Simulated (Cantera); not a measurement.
**Nitride etching: TiN + HCl + H2**

Feed: 1 mol TiN, 18 mol HCl, 3.7 mol H2, held at 1.50 Pa.

These are equilibrium values from Cantera (NASA tables, ideal gas, pure condensed phases), not measurements of a reactor. Candidate condensed phases: NH4Cl, Ti, TiCl2, TiCl3, TiCl4, TiN; 17 gas species. The tables' values for TiCl2 are old estimates; treat these amounts as uncertain. Rates play no part.

| T (°C) | x HCl | x H2 | x TiCl3 | x N2 | x Cl | x TiCl2 | x H | x TiCl4 |
|---|---|---|---|---|---|---|---|---|
| 1075 | 0.689 | 0.241 | 0.0430 | 0.0230 | 0.000700 | 0.000789 | 0.000293 | 0.00227 |
| 1100 | 0.689 | 0.240 | 0.0431 | 0.0230 | 0.00100 | 0.00110 | 0.000421 | 0.00185 |
| 1125 | 0.689 | 0.240 | 0.0430 | 0.0230 | 0.00142 | 0.00151 | 0.000598 | 0.00152 |
| 1150 | 0.689 | 0.239 | 0.0427 | 0.0230 | 0.00198 | 0.00203 | 0.000839 | 0.00125 |
| 1175 | 0.688 | 0.239 | 0.0422 | 0.0230 | 0.00273 | 0.00270 | 0.00116 | 0.00103 |
| 1200 | 0.687 | 0.238 | 0.0415 | 0.0229 | 0.00373 | 0.00353 | 0.00159 | 0.000848 |
| 1225 | 0.686 | 0.238 | 0.0406 | 0.0229 | 0.00504 | 0.00455 | 0.00216 | 0.000699 |
| 1250 | 0.685 | 0.237 | 0.0394 | 0.0229 | 0.00673 | 0.00577 | 0.00291 | 0.000575 |
| 1275 | 0.682 | 0.236 | 0.0379 | 0.0228 | 0.00891 | 0.00721 | 0.00387 | 0.000471 |
| 1300 | 0.679 | 0.236 | 0.0362 | 0.0228 | 0.0117 | 0.00886 | 0.00510 | 0.000385 |
x: gas mole fraction; nothing condenses.

From 1075 °C to 1300 °C nothing is condensed. The main Ti-bearing gas is TiCl3 throughout.
